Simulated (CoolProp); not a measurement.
The fluid at 298.15 K and 0.0658 MPa expands adiabatically to 0.00644 MPa with isentropic efficiency 0.8. The same conditions are run with several fluids, on thermodynamics alone (safety and materials aside).

Model: reference Helmholtz-energy equation of state of each fluid (R123: Younglove 1994; R1224YDZ: Akasaka 2023; ethylene: Smukala 2000; R407C: Lemmon 2003; fluoroethane (R161): Wu 2012), in CoolProp. Blends and air are pseudo-pure fits.

```csv
fluid,work (kJ/kg),final temperature (K),final density (kg/m³)
R123,___,254.1,0.469
R1224YDZ,27.9,___,___
ethylene,___,___,0.107
R407C,46.1,237.1,___
fluoroethane (R161),80.3,___,0.165
```

Problem. What belongs in the gaps?

Solution. 
- R123, work (kJ/kg): 26.9
- R1224YDZ, final temperature (K): 256.9
- R1224YDZ, final density (kg/m³): 0.450
- ethylene, work (kJ/kg): 129
- ethylene, final temperature (K): 204.2
- R407C, final density (kg/m³): 0.282
- fluoroethane (R161), final temperature (K): 226.2
